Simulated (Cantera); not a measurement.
**Low-pressure radical oxidation in H2/O2**

An isothermal, constant-pressure homogeneous reactor starts with 13.2 % H2, 32.2 % O2, 54.7 % N2, equivalence ratio 0.20, at 1100 K and 1.80 Torr.

Computed with Cantera and the H2/O2 subset of GRI-Mech 3.0, which has no nitrogen chemistry. Radical loss at walls, strong at low pressure, is not modelled. The temperature is held fixed by assumption; the heat of reaction is taken as removed at once.

| t (s) | x H2 | x O2 | x H2O2 | x HO2 | x OH | x H |
|---|---|---|---|---|---|---|
| 6.00e-5 | 0.132 | 0.322 | <1e-12 | 5.33e-11 | 1.20e-12 | 5.21e-11 |
| 0.000187 | 0.132 | 0.322 | <1e-12 | 1.66e-10 | 9.58e-12 | 1.58e-10 |
| 0.000582 | 0.132 | 0.322 | <1e-12 | 5.17e-10 | 6.17e-11 | 5.04e-10 |
| 0.00181 | 0.132 | 0.322 | 1.09e-12 | 1.61e-9 | 4.32e-10 | 2.46e-9 |
| 0.00565 | 0.132 | 0.322 | 1.05e-11 | 5.09e-9 | 1.43e-8 | 7.40e-8 |
| 0.0176 | 0.129 | 0.320 | 1.01e-9 | 3.61e-7 | 0.000305 | 0.00161 |
| 0.0548 | 0.00675 | 0.256 | 1.57e-8 | 5.85e-7 | 0.00364 | 0.0559 |
| 0.171 | 0.00619 | 0.259 | 1.77e-8 | 6.06e-7 | 0.00350 | 0.0460 |
| 0.531 | 0.00443 | 0.264 | 2.35e-8 | 6.45e-7 | 0.00299 | 0.0244 |
| 1.65 | 0.00136 | 0.271 | 3.45e-8 | 6.08e-7 | 0.00167 | 0.00367 |
| 5.15 | 0.000122 | 0.273 | 2.67e-8 | 2.81e-7 | 0.000500 | 9.52e-5 |
| 16.1 | 1.06e-5 | 0.274 | 9.19e-9 | 5.18e-8 | 0.000148 | 2.45e-6 |
| 50.0 | 1.60e-6 | 0.274 | 2.87e-9 | 9.76e-9 | 5.76e-5 | 1.45e-7 |
x: mole fraction; the columns are a selection and need not sum to one.

Equilibrium at this temperature and pressure: H2 7.30e-9, O2 0.274, H2O2 3.27e-11, HO2 1.28e-9, OH 3.91e-6, H 4.54e-11 (gas phase only).
